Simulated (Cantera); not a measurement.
A closed system holds: 1 mol ZrN, 0.085 mol N2, held at 1177 °C and 7.50 Torr.

These are equilibrium values from Cantera (NASA tables, ideal gas, pure condensed phases), not measurements of a reactor. Candidate condensed phases: Zr, ZrN; 4 gas species. ZrN: taken at fixed stoichiometry. The numbers say what is thermodynamically allowed, not how fast it happens.

Base state: N2 1.00 (mole fractions); condensed: ZrN(s).

Q: What changes in the equilibrium state with this change: ZrN replaced by MgO?

A: 
| species | before | after |
|---|---|---|
| N2 | 1.00 | 1.00 |
| ZrN(s), mol | 1.00 | 0 |
| MgO(s), mol | 0 | 1.00 |
Further candidate phases: Mg, MgO.
